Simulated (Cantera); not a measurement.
Input: 1 mol SiCl4, 0.23 mol Cl2, 6.5 mol N2, at 1102 °C and 9.10 mbar.

These are equilibrium values from Cantera (NASA tables, ideal gas, pure condensed phases), not measurements of a reactor. Candidate condensed phases: Si, Si3N4; 13 gas species. The tables' values for SiCl3 are old estimates; treat these amounts as uncertain. Rates play no part.

Base state: N2 0.828, SiCl4 0.127, Cl 0.0296, Cl2 0.0146, SiCl3 4.87e-5 (mole fractions); condensed: gas only.

**Question.** What changes in the equilibrium state with this change: SiCl4 replaced by Si2H6?

**Answer.** 
```tsv
species	before	after
N2	0.828	0.615
H2	0	0.330
HCl	0	0.0544
SiCl4	0.127	2.42e-6
Cl2	0.0146	<1e-9
Cl	0.0296	2.82e-6
SiCl2	8.55e-8	0.000179
H	0	2.06e-5
SiCl3	4.87e-5	9.69e-6
Si3N4(s), mol	0	0.666
```
The feed counts by its element totals alone. N2 is the only nitrogen source here; it is nearly inert below about 1500 K, so the nitride shown seldom forms there in practice. Further candidate phases: NH4Cl.

**Question.** What changes in the equilibrium state with this change: Cl2 from 0.23 to 0.13 mol?

**Answer.** 
| species | before | after |
|---|---|---|
| N2 | 0.828 | 0.843 |
| SiCl4 | 0.127 | 0.130 |
| Cl | 0.0296 | 0.0202 |
| Cl2 | 0.0146 | 0.00680 |
| SiCl3 | 4.87e-5 | 7.25e-5 |
